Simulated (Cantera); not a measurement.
A Cantera script and its output.

```python
import numpy as np
import cantera as ct

gas = ct.Solution("SiF4_NH3_mec.yaml", "gas")
gas.TPX = 1848, 1333, {'NH3': 1, 'N2': 0.29}
inlet = ct.Reservoir(gas, clone=True)

reactor = ct.IdealGasConstPressureReactor(gas, energy="off", clone=False)
exhaust = ct.Reservoir(gas, clone=True)
tau = [13, 3.3, 0.86, 0.22, 0.056, 0.014, 0.0037, 0.00094][0]
for a, b in ((inlet, reactor), (reactor, exhaust)):
    ct.MassFlowController(a, b, mdot=lambda t: reactor.mass / tau)
net = ct.ReactorNet([reactor])
show = ['NH3', 'N2H4', 'N2', 'NH', 'NH2', 'N']

rows = []
print(f"{'tau/s':>10s}{'T/K':>9s}" + "".join(f"{s:>11s}" for s in show))
for tau in [13, 3.3, 0.86, 0.22, 0.056, 0.014, 0.0037, 0.00094]:
    net.initial_time = 0.0
    net.advance(30 * tau)
    before = gas.X
    net.advance(40 * tau)
    drift = np.max(np.abs(gas.X - before) / (gas.X + 1e-9))
    rows.append([gas.T, *gas[show].X, drift])
    print(f"{tau:10.3e}{gas.T:9.1f}" + "".join(f"{x:11.3e}" for x in gas[show].X))
```

Output:

```
     tau/s      T/K        NH3       N2H4         N2         NH        NH2          N
 1.300e+01   1848.0  2.041e-01  1.950e-09  3.132e-01  6.128e-06  2.875e-04  5.147e-07
 3.300e+00   1848.0  4.303e-01  5.722e-09  2.781e-01  7.845e-06  4.924e-04  4.753e-07
 8.600e-01   1848.0  6.367e-01  1.061e-08  2.460e-01  7.909e-06  6.704e-04  3.127e-07
 2.200e-01   1848.0  7.357e-01  1.423e-08  2.307e-01  6.198e-06  7.765e-04  1.104e-07
 5.600e-02   1848.0  7.664e-01  1.315e-08  2.259e-01  4.156e-06  7.464e-04  2.179e-08
 1.400e-02   1848.0  7.740e-01  4.641e-09  2.248e-01  1.752e-06  4.433e-04  2.176e-09
 3.700e-03   1848.0  7.750e-01  4.189e-10  2.248e-01  2.427e-07  1.334e-04  2.312e-10
 9.400e-04   1848.0  7.751e-01  2.684e-11  2.248e-01  1.581e-08  3.401e-05  1.136e-11
```

Computed with Cantera and the gas-phase N/H chemistry of the illustrative SiF4/NH3 mechanism in the Surface Chemkin manual (1991). Walls and surfaces, which speed up NH3 decomposition in real reactors, are not modelled.
